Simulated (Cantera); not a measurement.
What does this Cantera script print?

```python
import numpy as np
import cantera as ct

gas = ct.Solution("gri30.yaml")
gas.TPX = 375, 1000000, {'CH4': 1, 'C2H6': 0.042, 'O2': 3.16, 'N2': 11.9}
flame = ct.FreeFlame(gas, width=0.008)
flame.set_refine_criteria(ratio=3, slope=0.08, curve=0.16)
flame.transport_model = "mixture-averaged"
flame.solve(loglevel=0, auto=True)
z, T = flame.grid, flame.T
thick = (T[-1] - T[0]) / np.gradient(T, z).max()
show = ['CH4', 'C2H6', 'O2', 'H2O2', 'C2H', 'NO']
print(f"laminar burning velocity  {flame.velocity[0] * 100:.3f} cm/s")
print(f"burnt temperature         {T[-1]:.1f} K")
print(f"thermal thickness         {thick * 1e3:.4f} mm")
print(f"grid points               {len(z)}")
z0 = z[flame.heat_release_rate.argmax()]
print(f"{'z/mm':>9s}{'T/K':>9s}{'u/(m/s)':>9s}" + "".join(f"{s:>11s}" for s in show))
rows = []
for k in (-3, -2, -1.5, -1, -0.5, -0.25, 0, 0.25, 0.5, 1, 2, 4, 8):
    zz = z0 + k * thick
    rows.append([k * thick, np.interp(zz, z, T), np.interp(zz, z, flame.velocity),
                 *(np.interp(zz, z, flame.X[gas.species_index(s)]) for s in show)])
    print(f"{rows[-1][0] * 1e3:9.3f}{rows[-1][1]:9.1f}{rows[-1][2]:9.3f}" + "".join(f"{x:11.3e}" for x in rows[-1][3:]))
```

Result:

```
laminar burning velocity  8.738 cm/s
burnt temperature         1863.3 K
thermal thickness         0.1710 mm
grid points               133
     z/mm      T/K  u/(m/s)        CH4       C2H6         O2       H2O2        C2H         NO
   -0.513    376.4    0.088  6.201e-02  2.608e-03  1.961e-01  1.530e-07  4.203e-31  1.346e-11
   -0.342    386.5    0.090  6.145e-02  2.602e-03  1.954e-01  1.420e-06  4.275e-28  1.426e-10
   -0.257    421.8    0.098  5.968e-02  2.577e-03  1.929e-01  6.209e-06  3.238e-25  8.558e-10
   -0.171    572.7    0.134  5.252e-02  2.402e-03  1.813e-01  2.790e-05  3.946e-20  1.041e-08
   -0.086   1009.5    0.238  3.198e-02  1.540e-03  1.431e-01  7.976e-05  8.792e-14  2.474e-07
   -0.043   1355.9    0.320  1.539e-02  6.545e-04  1.097e-01  3.753e-05  8.848e-11  1.013e-06
    0.000   1685.1    0.397  1.817e-03  2.658e-05  7.694e-02  2.956e-06  7.970e-09  2.142e-06
    0.043   1805.8    0.423  1.715e-05  3.731e-09  6.601e-02  8.630e-07  7.999e-10  2.992e-06
    0.086   1839.5    0.430  1.678e-07  5.354e-13  6.396e-02  5.176e-07  1.280e-11  3.399e-06
    0.171   1857.3    0.434  1.564e-10  1.189e-18  6.317e-02  2.424e-07  1.595e-13  3.710e-06
    0.342   1862.6    0.435  1.765e-13  3.557e-24  6.302e-02  1.352e-07  9.759e-15  3.936e-06
    0.684   1863.3    0.435  4.805e-14 -2.197e-25  6.300e-02  1.202e-07  1.292e-15  4.220e-06
    1.368   1863.3    0.435  2.241e-14  1.797e-25  6.300e-02  1.197e-07  1.204e-16  4.755e-06
```

Computed with Cantera and GRI-Mech 3.0 (53 species, 325 reactions). Burning velocities carry a grid error of a few per cent, more on coarse grids.
